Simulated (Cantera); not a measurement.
Feed: 1 mol BCl₃, 12 mol H₂O, 79 mol N₂, held at 750 K and 51.0 mbar.

Equilibrium computed with Cantera from the NASA thermochemical tables; the gas is ideal and each condensed phase is pure. Candidate condensed phases: B, BN, B₂O₃, B₃O₃H₃, H₂O, NH₄Cl; 49 gas species. Gases not in the tables: H₃BO₃. Rates play no part.

Base state: N₂ 0.855, H₂O 0.112, HCl 0.0325, (HBO₂)₃ 0.00114 (mole fractions); condensed: B₂O₃(l).

Q: What changes in the equilibrium state with this change: pressure from 51.0 mbar to 10.0 mbar?

A: 
```
species        before     after
------------  -------  --------
N₂              0.855     0.854
H₂O             0.112     0.113
HCl            0.0325    0.0324
(HBO₂)₃       0.00114  0.000511
B₂O₃(l), mol    0.342     0.429
```

Q: What changes in the equilibrium state with this change: BCl₃ replaced by borazine?

A: 
```csv
species,before,after
N₂,0.855,0.843
H₂,4.26e-9,0.0786
H₂O,0.112,0.0776
HCl,0.0325,0
(HBO₂)₃,0.00114,0.000658
"B₂O₃(l), mol",0.342,1.41
```
The feed counts by its element totals alone.

Q: What changes in the equilibrium state with this change: H₂O from 12 to 1 mol?

A: 
| species | before | after |
|---|---|---|
| N₂ | 0.855 | 0.971 |
| HCl | 0.0325 | 0.0246 |
| BCl₃ | <1e-9 | 0.00372 |
| H₂O | 0.112 | <1e-9 |
| (HBO₂)₃ | 0.00114 | <1e-9 |
| B₃O₃Cl₃ | <1e-9 | 0.000379 |
| B₂O₃(l), mol | 0.342 | 0.302 |
